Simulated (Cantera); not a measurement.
Input: 1 mol Cu, 12 mol CO₂, 22 mol H₂, held at 4050 Torr.

Equilibrium computed with Cantera from the NASA thermochemical tables; the gas is ideal and each condensed phase is pure. Candidate condensed phases: C, C₆H₆, C₇H₈, C₈H₁₈, Cu, CuO, Cu(OH)₂, Cu₂O, H₂O; 113 gas species. Equilibrium is a limit: real reactors are often held back by kinetics, nucleation or transport.

Problem. Which condensed phases are stable at each of these points (T (°C)): 727, 827, 927, 1027, 1127, 1227, 1327, 1427, 1527?

Solution. 
| T (°C) | condensed phases | Cu condensed (%) |
|---|---|---|
| 727 | Cu(s) | 100.0 |
| 827 | Cu(s) | 100.0 |
| 927 | Cu(s) | 100.0 |
| 1027 | Cu(s) | 100.0 |
| 1127 | Cu(l) | 100.0 |
| 1227 | Cu(l) | 100.0 |
| 1327 | Cu(l) | 100.0 |
| 1427 | Cu(l) | 99.9 |
| 1527 | Cu(l) | 99.7 |

From 727 °C to 1027 °C the condensed part is Cu(s). From 1127 °C to 1527 °C the condensed part is Cu(l).
